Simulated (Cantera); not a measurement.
Input (Python, Cantera) and output of one run.

```python
import numpy as np
import cantera as ct

gas_names = """
    C CO CO2 C2 C2O C3 C3O2 C4 C5 Mg MgO Mg2 O O2 O3
""".split()
cond_names = """
    C(gr) Mg(cr) Mg(L) MgCO3(s) MgO(s) MgO(L)
""".split()


# ... load() reads the species with a 1 bar reference pressure and builds the phases ...
atoms = {
    'MgCO3': {'Mg': 1, 'C': 1, 'O': 3},
    'O2': {'O': 2},
    'CO2': {'C': 1, 'O': 2},
}
top_T = {'C(gr)': 4500}  # K; cautious upper limits of use, not melting points


# ... equilibrate(T, P, feed) seeds the gas with the atoms and calls Mixture.equilibrate('TP', solver="vcs", rtol=1e-11, max_steps=5000) ...
results = []
feed = {'MgCO3': 1, 'O2': 0.25, 'CO2': 0.19}  # mol
P = 1000  # Pa
for T in [623, 723, 823, 923, 1023, 1123, 1223, 1323, 1423, 1523, 1623, 1723, 1823, 1923]:
    mix = equilibrate(T, P, feed)
    results.append((T, P, feed, dict(zip(mix.species_names, mix.species_moles))))
    x = sorted(zip(gas.X, gas.species_names), reverse=True)
    print(f"T = {T:g} K  P = {P:g} Pa  gas = {mix.phase_moles(0):.4g} mol")
    print("   x: " + "  ".join(f"{s} {v:.3e}" for v, s in x if v > 1e-06))
    print("   condensed (mol): " + ("  ".join(f"{mix.phase(i).name} {mix.phase_moles(i):.4g}"
          for i in range(1, mix.n_phases) if mix.phase_moles(i) > 1e-12) or "none"))
```

Result:

```
T = 623 K  P = 1000 Pa  gas = 1.44 mol
   x: CO2 8.264e-01  O2 1.736e-01
   condensed (mol): MgO(s) 1
T = 723 K  P = 1000 Pa  gas = 1.44 mol
   x: CO2 8.264e-01  O2 1.736e-01
   condensed (mol): MgO(s) 1
T = 823 K  P = 1000 Pa  gas = 1.44 mol
   x: CO2 8.264e-01  O2 1.736e-01
   condensed (mol): MgO(s) 1
T = 923 K  P = 1000 Pa  gas = 1.44 mol
   x: CO2 8.264e-01  O2 1.736e-01
   condensed (mol): MgO(s) 1
T = 1023 K  P = 1000 Pa  gas = 1.44 mol
   x: CO2 8.264e-01  O2 1.736e-01
   condensed (mol): MgO(s) 1
T = 1123 K  P = 1000 Pa  gas = 1.44 mol
   x: CO2 8.264e-01  O2 1.736e-01
   condensed (mol): MgO(s) 1
T = 1223 K  P = 1000 Pa  gas = 1.44 mol
   x: CO2 8.264e-01  O2 1.736e-01
   condensed (mol): MgO(s) 1
T = 1323 K  P = 1000 Pa  gas = 1.44 mol
   x: CO2 8.264e-01  O2 1.736e-01  CO 4.770e-06  O 1.108e-06
   condensed (mol): MgO(s) 1
T = 1423 K  P = 1000 Pa  gas = 1.44 mol
   x: CO2 8.263e-01  O2 1.736e-01  CO 2.873e-05  O 5.611e-06
   condensed (mol): MgO(s) 1
T = 1523 K  P = 1000 Pa  gas = 1.44 mol
   x: CO2 8.262e-01  O2 1.737e-01  CO 1.363e-04  O 2.299e-05
   condensed (mol): MgO(s) 1
T = 1623 K  P = 1000 Pa  gas = 1.44 mol
   x: CO2 8.256e-01  O2 1.738e-01  CO 5.320e-04  O 7.929e-05
   condensed (mol): MgO(s) 1
T = 1723 K  P = 1000 Pa  gas = 1.441 mol
   x: CO2 8.238e-01  O2 1.742e-01  CO 1.765e-03  O 2.373e-04
   condensed (mol): MgO(s) 1
T = 1823 K  P = 1000 Pa  gas = 1.444 mol
   x: CO2 8.189e-01  O2 1.753e-01  CO 5.091e-03  O 6.317e-04
   condensed (mol): MgO(s) 1
T = 1923 K  P = 1000 Pa  gas = 1.451 mol
   x: CO2 8.075e-01  O2 1.781e-01  CO 1.295e-02  O 1.527e-03  Mg 1.804e-06
   condensed (mol): MgO(s) 1
```

Method: chemical equilibrium by Gibbs-energy minimisation in Cantera with the NASA 1993 tables (ideal gas, pure condensed phases).
